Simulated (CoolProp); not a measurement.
Vapour-liquid equilibrium of hydrogen chloride (1) + n-butane (2) at 0.45 MPa; x and y are mole fractions of (1).

Values from CoolProp's multi-fluid Helmholtz-energy mixture model, Thol 2018 and Bücker 2006; pair parameters Bell 2016.

```
x     bubble temperature (°C)  y at the bubble point  dew temperature at overall composition x (°C)  liquid density (mol/L)
----  -----------------------  ---------------------  ---------------------------------------------  ----------------------
0.05                     17.8                  0.562                                           44.3                   10.32
0.2                     -27.8                  0.934                                           37.8                   12.46
0.35                    -41.3                  0.970                                           30.5                   14.33
0.5                     -45.9                  0.979                                           21.9                   16.44
0.65                    -48.0                  0.982                                           11.3                   19.09
0.8                     -50.0                  0.987                                           -3.6                   22.69
0.95                    -52.8                  0.996                                          -33.0                   27.95
```

No azeotrope shows between x = 0.05 and 0.95.

Pair parameters are fitted to limited data, so mixtures are less certain than the pure fluids. With so large a gap from Raoult's law the liquid may split in two, which this calculation doesn't test in full.
